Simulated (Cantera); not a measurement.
A Cantera script and what it prints.

```python
import numpy as np
import cantera as ct

gas_names = """
    H HNO HNO2 HNO3 HO2 H2 H2O H2O2 Hg N NH NH2 NH3 NH2OH NO NO2 NO3 N2 N2H2 N2H4 N2O O OH O2 O3
""".split()
cond_names = """
    H2O(s) H2O(L) Hg(cr) Hg(L) HgO(s)
""".split()


# ... load() reads the species with a 1 bar reference pressure and builds the phases ...
atoms = {
    'HgO': {'Hg': 1, 'O': 1},
    'N2': {'N': 2},
    'NH3': {'N': 1, 'H': 3},
}
top_T = {}  # K; cautious upper limits of use, not melting points


# ... equilibrate(T, P, feed) seeds the gas with the atoms and calls Mixture.equilibrate('TP', solver="vcs", rtol=1e-11, max_steps=5000) ...
results = []
feed = {'HgO': 1, 'N2': 14, 'NH3': 0.017}  # mol
P = 101325  # Pa
for T in [600, 700, 800, 900, 1000, 1100, 1200, 1300]:
    mix = equilibrate(T, P, feed)
    results.append((T, P, feed, dict(zip(mix.species_names, mix.species_moles))))

top = {s: max(r[3][s] / sum(r[3][g] for g in gas_names) for r in results) for s in gas_names}
cols = sorted((s for s in top if top[s] > 0.001), key=lambda s: -top[s])[:9]
seen = [c for c in cond_names if any(r[3].get(c, 0) > 1e-12 for r in results)]
print("log10 of partial pressures in bar; condensed amounts in mol")
print(f"{'T/K':>10s}" + "".join(f"{s[:9]:>10s}" for s in cols + seen))
for T, P, feed, n in results:
    ng = sum(n[g] for g in gas_names)
    print(f"{T:10.4g}" + "".join(f"{np.log10(max(n[s] / ng * P / 1e5, 1e-99)):10.3f}" for s in cols)
          + "".join(f"{n.get(c, 0):10.4g}" for c in seen))
```

Result:

```
log10 of partial pressures in bar; condensed amounts in mol
       T/K        N2        Hg        O2       H2O    HgO(s)
       600    -0.012    -1.584    -1.915    -2.752    0.6248
       700    -0.039    -1.185    -1.497    -2.779         0
       800    -0.039    -1.185    -1.497    -2.779         0
       900    -0.039    -1.185    -1.497    -2.779         0
      1000    -0.039    -1.185    -1.498    -2.779         0
      1100    -0.039    -1.185    -1.498    -2.779         0
      1200    -0.039    -1.185    -1.498    -2.779         0
      1300    -0.039    -1.185    -1.499    -2.779         0
```

Cantera equilibrium calculation (NASA polynomials, part measured and part estimated; ideal gas, pure solids and liquids).
